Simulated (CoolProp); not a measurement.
A simple Rankine cycle with hexamethyldisiloxane (MM): condensing at 297.15 K, boiler at 0.197 MPa, turbine inlet 400.4 K, turbine efficiency 0.9, pump efficiency 0.6, no recuperator. Each further row changes one setting.

Computed with CoolProp (reference Helmholtz-energy equation of state, Thol 2016).

```
case                             thermal efficiency (%)  net work (kJ/kg)  heat in (kJ/kg)  turbine exit temperature (K)  volume ratio over the turbine
-------------------------------  ----------------------  ----------------  ---------------  ----------------------------  -----------------------------
as stated                                          15.6              60.6              389                         360.5                           37.0
turbine inlet 420.4 K                              15.1              64.2              426                         380.3                           36.5
condensing temperature 289.15 K                    16.7              67.5              404                         356.3                           55.9
boiler pressure 0.138 MPa                          14.2              55.6              391                         365.0                           25.4
turbine efficiency 0.8                             13.8              53.9              389                         364.6                           37.5
```
